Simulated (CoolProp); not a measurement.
Properties of the fluoroketone C6F12O (FK-5-1-12) along the isobar 1.43 MPa (Tc = 168.7 °C, pc = 1.869 MPa, ω = 0.471).

Model: reference Helmholtz-energy equation of state, McLinden 2015, in CoolProp.

```tsv
T (°C)	phase	density (kg/m³)	Joule-Thomson coefficient (K/MPa)	isothermal compressibility (1/MPa)	expansivity (1/kK)
45.25	liquid	1548	-0.2076	0.003890	2.017
56.65	liquid	1511	-0.1706	0.004655	2.153
68.05	liquid	1473	-0.1249	0.005647	2.318
79.45	liquid	1433	-0.06711	0.006965	2.522
90.75	liquid	1391	0.006822	0.008754	2.778
102.15	liquid	1345	0.1067	0.01133	3.120
113.55	liquid	1295	0.2477	0.01525	3.595
124.95	liquid	1238	0.4628	0.02176	4.315
```
